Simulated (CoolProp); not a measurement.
500 sccm (0 °C, 1 atm) of nitrogen bubbles through liquid m-xylene at 331.4 K and leaves saturated at a total pressure of 0.15 MPa (ideal gas phase). Each further row changes one setting.

The numbers come from the reference Helmholtz-energy equation of state, Zhou 2012 in CoolProp.

```tsv
case	vapour pressure (kPa)	mole fraction of vapour	delivery (mg/min)	delivery (sccm)	change of delivery for a bath 1 K warmer (%)
as stated	6.10	0.0407	100	21.2	4.8
bath temperature 336.4 K	7.61	0.0507	127	26.7	4.7
total pressure 0.3 MPa	6.10	0.0203	49.2	10.4	4.7
```
